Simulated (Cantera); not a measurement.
Input: 1 mol C₂F₆, 0.3 mol CH₄, held at 402 °C and 1.00 bar.

Equilibrium computed with Cantera from the NASA thermochemical tables; the gas is ideal and each condensed phase is pure. Candidate condensed phases: C, C₆H₆, C₇H₈, C₈H₁₈; 95 gas species. The feed counts by its element totals alone. Condensed phases not in the tables: fluorocarbon polymer. Gases not in the tables: C₂F₆ and larger saturated fluorocarbons. Rates play no part.

### Question
What is the equilibrium state?

### Answer
| Item | Value |
|---|---|
| x(CF₄) | 0.500 |
| x(HF) | 0.500 |
| x(H₂F₂) | 5.45e-5 |
| n(C(graphite)) | 1.10 mol |
| gas amount | 2.400 mol |
